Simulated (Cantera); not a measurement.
Adiabatic ignition

An adiabatic, constant-volume homogeneous reactor starts with C3H8 : O2 : N2 = 1 : 3.57 : 13.4 (molar parts), at 1725 K and 1200000 Pa.

Model: GRI-Mech 3.0 (53 species, 325 reactions), integrated in Cantera. GRI-Mech 3.0 was tuned for natural gas; its chemistry of propane as a main component is partial and can be far from experiment. The pressure lies above the range GRI-Mech 3.0 was tuned for (to about 10 atm). Above 3000 K some thermodynamic fits are extrapolated.

```
t (s)     T (K)  P (bar)  x C3H8     x O2   x CO2      x O    x HO2
--------  -----  -------  ------  -------  ------  -------  -------
3.00e-6    3175     26.0  <1e-12  0.00691  0.0331  0.00635  1.44e-5
8.46e-6    3313     26.9  <1e-12  0.00387  0.0368  0.00360  9.11e-6
2.38e-5    3300     26.8  <1e-12  0.00343  0.0361  0.00328  8.14e-6
6.72e-5    3298     26.8  <1e-12  0.00337  0.0360  0.00324  8.00e-6
0.000189   3298     26.8  <1e-12  0.00337  0.0360  0.00324  8.00e-6
0.000534   3298     26.8  <1e-12  0.00337  0.0360  0.00324  8.00e-6
0.00151    3298     26.8  <1e-12  0.00337  0.0360  0.00324  8.00e-6
0.00424    3298     26.8  <1e-12  0.00337  0.0360  0.00324  8.00e-6
0.0120     3298     26.8  <1e-12  0.00337  0.0360  0.00324  8.00e-6
0.0337     3298     26.8  <1e-12  0.00337  0.0360  0.00324  8.00e-6
0.0950     3298     26.8  <1e-12  0.00337  0.0360  0.00324  8.00e-6
0.268      3298     26.8  <1e-12  0.00337  0.0360  0.00324  8.00e-6
0.755      3298     26.8  <1e-12  0.00337  0.0360  0.00324  8.00e-6
2.13       3298     26.8  <1e-12  0.00337  0.0360  0.00324  8.00e-6
6.00       3298     26.8  <1e-12  0.00337  0.0360  0.00324  8.00e-6
```
x: mole fraction; the columns are a selection and need not sum to one.

The time of steepest temperature rise comes out as 2.67 µs and the temperature at 6.00 s comes out as 3298 K. The equilibrium temperature is 3298 K. The x(C3H8) at 6.00 s is <1e-12 (gas-phase equilibrium <1e-12). The x(O2) at 6.00 s comes out as 0.00337 (gas-phase equilibrium 0.00337) and the x(CO2) at 6.00 s is 0.0360 (gas-phase equilibrium 0.0360).
